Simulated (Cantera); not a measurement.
**Ammonia decomposition in nitride growth gas**

An isothermal, constant-pressure homogeneous reactor starts with 5.00 % NH3, 95.0 % N2, at 1650 K and 19.5 Torr.

Model: the gas-phase N/H chemistry of the illustrative SiF4/NH3 mechanism in the Surface Chemkin manual (1991), integrated in Cantera. Walls and surfaces, which speed up NH3 decomposition in real reactors, are not modelled.

| t (s) | x NH3 | x N | x N2H2 | x NH2 | x N2H4 | x NH |
|---|---|---|---|---|---|---|
| 0.000100 | 0.0500 | <1e-12 | <1e-12 | 1.92e-8 | <1e-12 | <1e-12 |
| 0.000264 | 0.0500 | <1e-12 | <1e-12 | 6.03e-8 | <1e-12 | <1e-12 |
| 0.000696 | 0.0500 | <1e-12 | <1e-12 | 1.75e-7 | <1e-12 | 2.73e-12 |
| 0.00184 | 0.0500 | <1e-12 | 4.01e-12 | 4.77e-7 | <1e-12 | 2.36e-11 |
| 0.00484 | 0.0500 | <1e-12 | 3.40e-11 | 1.27e-6 | <1e-12 | 2.20e-10 |
| 0.0128 | 0.0500 | 1.45e-12 | 2.65e-10 | 3.38e-6 | 4.42e-12 | 2.21e-9 |
| 0.0337 | 0.0500 | 2.16e-11 | 2.11e-9 | 8.90e-6 | 3.09e-11 | 1.79e-8 |
| 0.0890 | 0.0500 | 1.21e-10 | 1.65e-8 | 2.34e-5 | 2.14e-10 | 8.43e-8 |
| 0.235 | 0.0499 | 1.20e-9 | 1.17e-7 | 5.95e-5 | 1.38e-9 | 3.04e-7 |
| 0.619 | 0.0489 | 1.61e-8 | 3.17e-7 | 8.74e-5 | 2.98e-9 | 8.12e-7 |
| 1.63 | 0.0462 | 5.48e-8 | 2.34e-7 | 6.56e-5 | 1.68e-9 | 1.02e-6 |
| 4.31 | 0.0412 | 9.11e-8 | 1.53e-7 | 4.88e-5 | 9.29e-10 | 9.90e-7 |
| 11.4 | 0.0325 | 1.09e-7 | 9.19e-8 | 3.58e-5 | 5.01e-10 | 8.61e-7 |
| 30.0 | 0.0199 | 1.05e-7 | 4.19e-8 | 2.30e-5 | 2.06e-10 | 6.53e-7 |
x: mole fraction; the columns are a selection and need not sum to one.

Equilibrium at this temperature and pressure: NH3 1.94e-8, N 1.19e-11, N2H2 <1e-12, NH2 1.01e-10, N2H4 <1e-12, NH 1.42e-11 (gas phase only).
